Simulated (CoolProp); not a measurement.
Vapour-liquid equilibrium of acetone (1) + n-nonane (2) at 141.95 °C; x and y are mole fractions of (1).

Values from CoolProp's multi-fluid Helmholtz-energy mixture model, Lemmon 2006 and Lemmon 2006; pair parameters Bell 2016.

Give the bubble pressure and the first vapour's composition at x = 0.15, 0.45, 0.65. Is there an azeotrope?

x = 0.15: 0.3296 MPa, y = 0.762; x = 0.45: 0.6047 MPa, y = 0.885; x = 0.65: 0.7238 MPa, y = 0.920. No azeotrope shows between x = 0.05 and 0.95.

The pair parameters rest on a limited set of measurements; away from them the model extrapolates. With so large a gap from Raoult's law the liquid may split in two, which this calculation doesn't test in full.
